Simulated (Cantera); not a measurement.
Cantera with NASA thermochemical tables; ideal gases at 1 bar, condensed phases pure. Values are per mole of reaction as written; species without (g) are pure solids or liquids, kept so even where they would boil at 1 bar. TaC: taken at fixed stoichiometry.

TaO2(g) + C2H4(g) = TaC + CH3OH(g) + O(g), with ΔH° = 52.5 kJ and ΔS° = -56.2 J/K at 300 K.

How far is the shortcut ΔG° ≈ ΔH°(300 K) − T·ΔS°(300 K) from the full temperature-dependent value at 448, 473, 498, 523, 548, 573, 598, 623 K?


```
T (K)  shortcut (kJ)  full (kJ)  difference (kJ)  difference in log10 K
-----  -------------  ---------  ---------------  ---------------------
448             77.7       77.2              0.5                  -0.06
473             79.1       78.5              0.6                  -0.07
498             80.5       79.7              0.8                  -0.08
523             81.9       80.9              1.0                  -0.10
548             83.3       82.1              1.2                  -0.11
573             84.7       83.3              1.4                  -0.13
598             86.1       84.5              1.6                  -0.14
623             87.5       85.7              1.9                  -0.16
```
The shortcut ignores the heat-capacity change of the reaction.
